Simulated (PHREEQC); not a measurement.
Consider water at 25 °C with 0.0033 mol NH4HF2, 0.011 mol H2SiF6, 0.02 mol HBF4 and 0.00061 mol H2SO4 per kg of water. Closed to the air; pH follows from the charge balance.

All values are PHREEQC results (ion-association model, phreeqc.dat), not measurements.

The ionic strength comes out as 0.0534 mol/kgw. What activity coefficients do HF2-, BF4-, NH4SO4-, BF2(OH)2-, SiF6-2 get?

HF2- 0.82, BF4- 0.82, NH4SO4- 0.82, BF2(OH)2- 0.82, SiF6-2 0.45.

No solid was allowed to form. SiF6-2 is the database's only silicon fluoride. Real BF4- forms and hydrolyses slowly; the run takes it at equilibrium.
